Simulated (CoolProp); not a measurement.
The numbers come from the reference Helmholtz-energy equation of state, Lemmon 2006 in CoolProp. It is a short technical equation, of lower accuracy than the large ones.

Task: For toluene, give the phase and the Z, speed of sound (m/s), viscosity (µPa s), Prandtl number at 346.85 °C and 4.58 MPa; 346.85 °C and 9.17 MPa.

Result: 
- 346.85 °C and 4.58 MPa: supercritical; Z 0.529, speed of sound 139, viscosity 18.2, Prandtl number 1.12
- 346.85 °C and 9.17 MPa: supercritical; Z 0.344, speed of sound 281, viscosity 59.9, Prandtl number 2.26

Viscosity comes from a separate model (Avgeri 2015). Thermal conductivity comes from a separate model (Assael 2012).
